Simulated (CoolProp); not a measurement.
Vapour-liquid equilibrium of R143a (1) + n-butane (2) at 673 kPa; x and y are mole fractions of (1).

Model: multi-fluid Helmholtz-energy mixture model, Lemmon and Jacobsen 2000 and Bücker 2006; pair parameters Bell 2016, in CoolProp.

| x | bubble temperature, mixture model (°C) | bubble temperature, Raoult's law (°C) | y, mixture model | y, Raoult's law |
|---|---|---|---|---|
| 0.05 | 46.8 | 55.5 | 0.315 | 0.194 |
| 0.2 | 23.3 | 40.2 | 0.670 | 0.547 |
| 0.35 | 14.9 | 29.3 | 0.766 | 0.732 |
| 0.5 | 10.9 | 20.9 | 0.812 | 0.841 |
| 0.65 | 8.1 | 14.2 | 0.851 | 0.911 |
| 0.8 | 5.6 | 8.7 | 0.898 | 0.958 |
| 0.95 | 3.3 | 4.1 | 0.968 | 0.991 |

The largest gap from Raoult's law is -16.9 K in bubble temperature, at x = 0.2. No azeotrope shows between x = 0.05 and 0.95.

Pair parameters are fitted to limited data, so mixtures are less certain than the pure fluids. With so large a gap from Raoult's law the liquid may split in two, which this calculation doesn't test in full.
